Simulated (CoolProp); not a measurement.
Vapour-liquid equilibrium of R125 (1) + propane (2) at 330 kPa; x and y are mole fractions of (1).

The numbers come from the multi-fluid Helmholtz-energy mixture model, Lemmon 2005 and Lemmon 2009; pair parameters Bell 2016 in CoolProp.

```csv
x,bubble temperature (K),y at the bubble point,dew temperature at overall composition x (K),liquid density (mol/L)
0.05,255.9,0.206,260.4,12.38
0.15,249.9,0.401,257.6,12.36
0.25,247.4,0.485,254.6,12.25
0.35,246.3,0.528,251.5,12.14
0.45,245.8,0.556,248.4,12.04
0.55,245.6,0.580,245.9,11.96
0.65,245.6,0.610,246.0,11.90
0.75,246.0,0.653,247.6,11.87
0.85,247.2,0.728,249.5,11.84
0.95,250.0,0.874,251.6,11.79
```

y crosses x between x = 0.55 and 0.65: the model has an azeotrope there.

The pair parameters rest on a limited set of measurements; away from them the model extrapolates. With so large a gap from Raoult's law the liquid may split in two, which this calculation doesn't test in full.
